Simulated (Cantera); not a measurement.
A closed system holds: 1 mol S, 3.6 mol H₂O, 2.1 mol O₂, held at 2748 K and 75.0 Torr.

These are equilibrium values from Cantera (NASA tables, ideal gas, pure condensed phases), not measurements of a reactor. Candidate condensed phases: H₂O, H₂SO₄, S; 19 gas species. Equilibrium is a limit: real reactors are often held back by kinetics, nucleation or transport.

Base state: H₂O 0.415, O₂ 0.167, SO₂ 0.131, OH 0.100, H₂ 0.0571, O 0.0569, H 0.0513, SO 0.0208 (mole fractions); condensed: gas only.

Problem. What changes in the equilibrium state with this change: O₂ from 2.1 to 0.54 mol?

Solution. 
```
species   before     after
-------  -------  --------
H₂O        0.415     0.449
H₂        0.0571     0.164
SO₂        0.131     0.129
O₂         0.167    0.0238
OH         0.100    0.0639
O         0.0569    0.0215
SO        0.0208    0.0547
H         0.0513    0.0869
S₂       4.47e-6  0.000217
H₂S      5.13e-6  0.000102
S₂O      8.35e-7   1.53e-5
```

Problem. What changes in the equilibrium state with this change: 0.066 mol CH₄ added?

Solution. 
```csv
species,before,after
H₂O,0.415,0.422
O₂,0.167,0.151
SO₂,0.131,0.127
CO₂,0,0.00497
H₂,0.0571,0.0610
O,0.0569,0.0542
H,0.0513,0.0530
SO,0.0208,0.0214
OH,0.100,0.0985
CO,0,0.00491
SH,0.000120,0.000134
S,0.000757,0.000815
SO₃,2.10e-5,1.95e-5
```
Further candidate phases: C, C₆H₆, C₇H₈, C₈H₁₈.
